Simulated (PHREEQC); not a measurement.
## Spent oxide etchant

Solution (25 °C): 0.1 mol NH4HF2, 4e-05 mol H2SiF6 and 0.00099 mol HCl per kg of water. Closed to the air; pH follows from the charge balance.

Equilibrium calculation in PHREEQC: ion-association model, phreeqc.dat.

```yaml
pH: 3.05
ionic_strength: 0.101 mol/kgw
density: 1.000 g/cm³
total_alkalinity: -101 meq/kg
```

```csv
species,molality,activity,log γ
NH4+,0.100,0.0744,-0.129
F-,0.0772,0.0587,-0.119
HF,0.0772,0.0790,0.010
HF2-,0.0228,0.0178,-0.108
H+,0.00109,0.000897,-0.084
Cl-,0.000990,0.000758,-0.116
SiF6-2,4.00e-5,1.50e-5,-0.426
NH3,4.62e-8,4.73e-8,0.010
```

Precipitation was switched off in this run. SiF6-2 is the database's only silicon fluoride.
